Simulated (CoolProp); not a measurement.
Properties of octamethyltrisiloxane (MDM) at several states.

Computed with CoolProp (reference Helmholtz-energy equation of state, Thol 2017).

```csv
T (°C),p (MPa),phase,density (kg/m³),cp (kJ/(kg K))
-21.05,0.778,liquid,861.6,1.691
42.05,0.34,liquid,?,1.822
88.05,5.1,liquid,761.1,1.925
53.05,3.18,liquid,792.2,1.844
108.75,0.0913,liquid,?,?
```

Q: Fill in the missing entries.

A: 
- 42.05, density (kg/m³): 798.6
- 108.75, density (kg/m³): 727.2
- 108.75, cp (kJ/(kg K)): 1.993
